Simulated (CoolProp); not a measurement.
Vapour-liquid equilibrium of R245fa (1) + n-pentane (2) at 396.2 K; x and y are mole fractions of (1).

Model: multi-fluid Helmholtz-energy mixture model, Akasaka 2015 and Thol 2019; pair parameters Bell 2016, in CoolProp.

```tsv
x	bubble pressure (bar)	y at the bubble point	dew pressure at overall composition x (bar)	liquid density (mol/L)
0.05	11.95	0.186	10.19	6.952
0.15	15.33	0.373	11.43	___
0.25	17.56	0.468	12.96	___
0.35	19.10	0.532	14.84	6.646
0.45	20.22	0.585	17.11	6.571
0.55	21.08	0.636	19.51	___
0.65	21.67	___	21.26	6.571
0.75	21.96	___	21.95	6.685
0.85	21.83	0.835	21.76	___
0.95	21.14	0.936	21.01	___
```

Task: Some entries are withheld; supply them.

Result: 
- 0.15, liquid density (mol/L): 6.848
- 0.25, liquid density (mol/L): 6.743
- 0.55, liquid density (mol/L): 6.539
- 0.65, y at the bubble point: 0.692
- 0.75, y at the bubble point: 0.757
- 0.85, liquid density (mol/L): 6.885
- 0.95, liquid density (mol/L): 7.161

y crosses x between x = 0.75 and 0.85: the model has an azeotrope there.

Pair parameters are fitted to limited data, so mixtures are less certain than the pure fluids.
